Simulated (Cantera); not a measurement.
An adiabatic, constant-volume homogeneous reactor starts with C2H4 : O2 : N2 : CO2 = 1 : 2 : 7.52 : 1.4 (molar parts), at 1800 K and 47000 Pa. Integrator tolerance rtol = 1e-08.

Cantera simulation using GRI-Mech 3.0 (53 species, 325 reactions); the numbers are that mechanism's predictions, not measurements. GRI-Mech 3.0 was tuned for natural gas; its chemistry of ethylene as a main component is partial and can be far from experiment.

Problem. What does this change do: pressure from 47000 Pa to 1000000 Pa?

Solution. 
```tsv
quantity	before	after
time of steepest temperature rise	25.7 µs	1.47 µs
temperature at 1.00 s	2873 K	3164 K
equilibrium temperature	2873 K	3164 K
x(C2H4) at 1.00 s	<1e-12 (gas-phase equilibrium <1e-12)	<1e-12 (gas-phase equilibrium <1e-12)
x(O2) at 1.00 s	0.0133 (gas-phase equilibrium 0.0133)	0.00697 (gas-phase equilibrium 0.00697)
x(CO2) at 1.00 s	0.0855 (gas-phase equilibrium 0.0855)	0.0988 (gas-phase equilibrium 0.0988)
x(H) at 1.00 s	0.0189 (gas-phase equilibrium 0.0189)	0.00889 (gas-phase equilibrium 0.00889)
x(H2O) at 1.00 s	0.100 (gas-phase equilibrium 0.100)	0.114 (gas-phase equilibrium 0.114)
```
Above 3000 K some thermodynamic fits are extrapolated.

Problem. What does this change do: constant pressure in place of constant volume?

Solution. 
```csv
quantity,before,after
time of steepest temperature rise,25.7 µs,28.1 µs
temperature at 1.00 s,2873 K,2742 K
equilibrium temperature,2873 K,2742 K
x(C2H4) at 1.00 s,<1e-12 (gas-phase equilibrium <1e-12),<1e-12 (gas-phase equilibrium <1e-12)
x(O2) at 1.00 s,0.0133 (gas-phase equilibrium 0.0133),0.0108 (gas-phase equilibrium 0.0108)
x(CO2) at 1.00 s,0.0855 (gas-phase equilibrium 0.0855),0.0950 (gas-phase equilibrium 0.0950)
x(H) at 1.00 s,0.0189 (gas-phase equilibrium 0.0189),0.0157 (gas-phase equilibrium 0.0157)
x(H2O) at 1.00 s,0.100 (gas-phase equilibrium 0.100),0.107 (gas-phase equilibrium 0.107)
```
